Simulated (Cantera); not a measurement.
Thermodynamics of iron carbonyl, mercury and lead vapours, feed Hg + O2 + H2

A closed system holds: 1 mol Hg, 0.12 mol O2, 69 mol H2, held at 923 K and 0.00150 bar.

These are equilibrium values from Cantera (NASA tables, ideal gas, pure condensed phases), not measurements of a reactor. Candidate condensed phases: H2O, Hg, HgO; 10 gas species. Equilibrium is a limit: real reactors are often held back by kinetics, nucleation or transport.

```yaml
x(H2): 0.982
x(Hg): 0.0143
x(H2O): 0.00343
gas_amount: 70.00 mol
log10 activity of Hg(l) (absent): -6.21
```
